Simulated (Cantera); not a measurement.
## Ammonia decomposition in nitride growth gas

A perfectly stirred reactor is fed with NH₃ : N₂ = 1 : 18 (molar parts), at 0.987 atm; it is held at 2275 K, and followed from long to short residence time.

Detailed kinetics in Cantera: the gas-phase N/H chemistry of the illustrative SiF4/NH3 mechanism in the Surface Chemkin manual (1991). Walls and surfaces, which speed up NH3 decomposition in real reactors, are not modelled.

```csv
τ (s),x NH₃,x N₂H₄,x N,x H,x NH,x NH₂
4.7,2.86e-5,<1e-12,2.70e-6,0.00222,1.83e-6,2.70e-6
2.2,4.63e-5,1.13e-12,3.73e-6,0.00211,2.66e-6,4.15e-6
0.99,8.73e-5,3.15e-12,4.87e-6,0.00187,3.92e-6,6.93e-6
0.46,0.000204,1.05e-11,5.42e-6,0.00147,5.58e-6,1.27e-5
0.21,0.000584,4.22e-11,5.19e-6,0.00102,7.72e-6,2.53e-5
0.096,0.00152,1.51e-10,5.04e-6,0.000731,1.04e-5,4.79e-5
0.044,0.00345,4.69e-10,5.10e-6,0.000546,1.39e-5,8.44e-5
0.020,0.00721,1.33e-9,5.20e-6,0.000408,1.81e-5,0.000142
0.0093,0.0134,3.29e-9,5.16e-6,0.000299,2.24e-5,0.000224
0.0043,0.0223,7.20e-9,4.83e-6,0.000207,2.61e-5,0.000331
0.0020,0.0322,1.35e-8,4.07e-6,0.000134,2.78e-5,0.000453
```
x: mole fraction; the columns are a selection and need not sum to one.
